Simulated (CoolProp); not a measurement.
A single-stage vapour-compression cycle with C2F6 (R116): evaporating at 233.15 K (dew point), condensing at 276.15 K (bubble point), superheat 2 K, subcooling 8 K, compressor efficiency 0.65, no pressure losses. Each further row changes one setting.

Values from CoolProp's reference Helmholtz-energy equation of state, Lemmon 2006. It is a short technical equation, of lower accuracy than the large ones.

```json
[
 {"case": "as stated", "cooling COP": "(withheld)", "pressure ratio": "3.69", "discharge temperature (K)": "286.0", "refrigerating effect (kJ/kg)": "58.8", "volumetric capacity (kJ/m³)": "2610"},
 {"case": "evaporating temperature 238.15 K", "cooling COP": "3.02", "pressure ratio": "3.10", "discharge temperature (K)": "(withheld)", "refrigerating effect (kJ/kg)": "61.1", "volumetric capacity (kJ/m³)": "(withheld)"},
 {"case": "condensing temperature 271.15 K", "cooling COP": "3.05", "pressure ratio": "(withheld)", "discharge temperature (K)": "(withheld)", "refrigerating effect (kJ/kg)": "(withheld)", "volumetric capacity (kJ/m³)": "2890"},
 {"case": "subcooling 13 K", "cooling COP": "2.78", "pressure ratio": "3.69", "discharge temperature (K)": "286.0", "refrigerating effect (kJ/kg)": "65.1", "volumetric capacity (kJ/m³)": "2890"},
 {"case": "superheat 12 K", "cooling COP": "2.60", "pressure ratio": "3.69", "discharge temperature (K)": "295.3", "refrigerating effect (kJ/kg)": "66.3", "volumetric capacity (kJ/m³)": "2760"},
 {"case": "compressor efficiency 0.55", "cooling COP": "2.12", "pressure ratio": "3.69", "discharge temperature (K)": "(withheld)", "refrigerating effect (kJ/kg)": "58.8", "volumetric capacity (kJ/m³)": "2610"}
]
```

Complete the blanks.


- as stated, cooling COP: 2.50
- evaporating temperature 238.15 K, discharge temperature (K): 285.0
- evaporating temperature 238.15 K, volumetric capacity (kJ/m³): 3240
- condensing temperature 271.15 K, pressure ratio: 3.24
- condensing temperature 271.15 K, discharge temperature (K): 280.2
- condensing temperature 271.15 K, refrigerating effect (kJ/kg): 65.0
- compressor efficiency 0.55, discharge temperature (K): 290.0
